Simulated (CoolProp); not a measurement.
Vapour-liquid equilibrium of R125 (1) + R115 (2) at -51.25 °C; x and y are mole fractions of (1).

Values from CoolProp's multi-fluid Helmholtz-energy mixture model, Lemmon 2005 and Lemmon 2016; pair parameters Bell 2016.

Q: Give the bubble pressure and the first vapour's composition at x = 0.5, 0.65, 0.95. Is there an azeotrope?

A: x = 0.5: 0.08743 MPa, y = 0.601; x = 0.65: 0.08995 MPa, y = 0.690; x = 0.95: 0.08830 MPa, y = 0.934. y crosses x between x = 0.65 and 0.8: the model has an azeotrope there.

The pair parameters rest on a limited set of measurements; away from them the model extrapolates.
